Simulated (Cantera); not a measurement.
A Cantera script and its output.

```python
import numpy as np
import cantera as ct

surf = ct.Interface("ptcombust.yaml", "Pt_surf")
gas = surf.adjacent["gas"]
gas.TPX = 300, 14000, {'CH4': 0.037, 'O2': 0.095, 'N2': 0.79}
jet = ct.ImpingingJet(gas=gas, width=0.044, surface=surf)
jet.inlet.mdot, jet.inlet.T, jet.inlet.X = 0.048, 300, {'CH4': 0.037, 'O2': 0.095, 'N2': 0.79}
jet.set_refine_criteria(ratio=10, slope=0.2, curve=0.3)
show, cover = ['CH4', 'O2', 'H2O', 'OH', 'CO', 'CO2'], ["PT(S)", "H(S)", "O(S)", "OH(S)", "CO(S)", "C(S)"]

rows = []
print(f"{'Ts/K':>7s}" + "".join(f"{s:>11s}" for s in show + cover) + "   (gas at the wall, coverages)")
for i, Ts in enumerate([950, 1000, 1050, 1100, 1150, 1200, 1250]):
    jet.surface.T = Ts
    if i == 0:
        surf.TP = Ts, 14000
        surf.coverages = "PT(S):0.5, O(S):0.5"
        surf.advance_coverages(1.0)
        jet.set_initial_guess(products="inlet")
    jet.solve(loglevel=0, auto=(i == 0))
    rows.append([*(jet.X[gas.species_index(s), -1] for s in show), *surf[cover].coverages])
    print(f"{Ts:7g}" + "".join(f"{x:11.3e}" for x in rows[-1]))
```

Result:

```
   Ts/K        CH4         O2        H2O         OH         CO        CO2      PT(S)       H(S)       O(S)      OH(S)      CO(S)       C(S)   (gas at the wall, coverages)
    950  1.395e-02  4.742e-02  4.883e-02  9.245e-08  7.807e-06  3.202e-02  2.914e-01  3.353e-07  7.065e-01  2.035e-03  1.264e-05  6.049e-08
   1000  9.482e-03  3.802e-02  5.698e-02  2.422e-07  7.380e-06  3.745e-02  3.740e-01  7.267e-07  6.240e-01  1.947e-03  8.661e-06  5.413e-08
   1050  6.819e-03  3.244e-02  6.176e-02  5.666e-07  7.247e-06  4.067e-02  4.532e-01  1.366e-06  5.450e-01  1.765e-03  5.935e-06  4.722e-08
   1100  5.183e-03  2.905e-02  6.462e-02  1.205e-06  7.428e-06  4.262e-02  5.276e-01  2.341e-06  4.708e-01  1.553e-03  4.190e-06  4.153e-08
   1150  4.136e-03  2.693e-02  6.638e-02  2.371e-06  7.934e-06  4.382e-02  5.962e-01  3.751e-06  4.024e-01  1.345e-03  3.076e-06  3.726e-08
   1200  3.436e-03  2.560e-02  6.747e-02  4.361e-06  8.789e-06  4.455e-02  6.585e-01  5.712e-06  3.404e-01  1.151e-03  2.352e-06  3.423e-08
   1250  2.951e-03  2.479e-02  6.812e-02  7.568e-06  1.006e-05  4.497e-02  7.140e-01  8.357e-06  2.850e-01  9.782e-04  1.871e-06  3.221e-08
```

Cantera simulation using Deutschmann's 1995 Pt surface mechanism with GRI-Mech 3.0 gas chemistry; the numbers are that mechanism's predictions, not measurements. Catalytic surfaces can have several steady states; this one follows from the mechanism file's or the stated starting coverage.
